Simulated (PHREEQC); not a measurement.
Make-up at 25 °C: 61.5 mmol/kgw H2SO4 and 9.6 mmol/kgw Li2SO4. Closed to the air; pH follows from the charge balance.

The numbers come from PHREEQC with the ion-association model, phreeqc.dat.

This is a speciation only: nothing precipitates in the calculation.

Q: Order these S species by the share of S that they hold, largest first: HSO4-, LiSO4-, SO4-2.

A: HSO4- (72 %), SO4-2 (27 %), LiSO4- (0.81 %)

The pH is 1.23 and the ionic strength 0.110 mol/kgw.
